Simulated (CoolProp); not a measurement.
C3F8 (R218) at 298.15 K and 9.55 MPa is throttled through a valve to 3.13 MPa with no heat exchange. Each further row changes one setting.

Values from CoolProp's reference Helmholtz-energy equation of state, Lemmon 2006. It is a short technical equation, of lower accuracy than the large ones.

```csv
case,temperature change (K),final density (kg/m³)
as stated,+0.1,1360
outlet pressure 0.939 MPa,-0.3,1330
outlet pressure 4.07 MPa,+0.2,1370
```
